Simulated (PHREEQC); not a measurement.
Dissolve 72 mmol/kgw RbCl, 1.2 mmol/kgw NaCl and 45 mmol/kgw FeSO4 at 25 °C. Closed to the air; pH follows from the charge balance.

Equilibrium calculation in PHREEQC: ion-association model, wateq4f.dat.

```yaml
pH: 5.90
ionic_strength: 0.192 mol/kgw
```

| species | molality | activity | log γ |
|---|---|---|---|
| Cl- | 0.0723 | 0.0517 | -0.146 |
| Rb+ | 0.0720 | 0.0539 | -0.126 |
| SO4-2 | 0.0302 | 0.00895 | -0.528 |
| Fe+2 | 0.0293 | 0.00970 | -0.480 |
| FeSO4 | 0.0148 | 0.0155 | 0.019 |
| Na+ | 0.00115 | 0.000856 | -0.127 |
| FeCl+ | 0.000933 | 0.000692 | -0.130 |
| NaSO4- | 5.13e-5 | 3.84e-5 | -0.126 |
| FeOH+ | 3.25e-6 | 2.41e-6 | -0.130 |
| H+ | 1.59e-6 | 1.27e-6 | -0.097 |
| HSO4- | 1.51e-6 | 1.10e-6 | -0.136 |
| FeHSO4+ | 1.72e-7 | 1.29e-7 | -0.126 |
| OH- | 1.11e-8 | 7.87e-9 | -0.149 |

This is a speciation only: nothing precipitates in the calculation.
